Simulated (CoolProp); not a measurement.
Vapour-liquid equilibrium of R22 (1) + R115 (2) at 209 kPa; x and y are mole fractions of (1).

Computed with CoolProp (multi-fluid Helmholtz-energy mixture model, Kamei 1995 and Lemmon 2016; pair parameters Bell 2016).

**Question.** Give the bubble temperature and the first vapour's composition at x = 0.35, 0.85, 0.95. Is there an azeotrope?

**Answer.** x = 0.35: 245.2 K, y = 0.405; x = 0.85: 247.0 K, y = 0.790; x = 0.95: 248.3 K, y = 0.924. y crosses x between x = 0.45 and 0.55: the model has an azeotrope there.

The pair parameters rest on a limited set of measurements; away from them the model extrapolates.
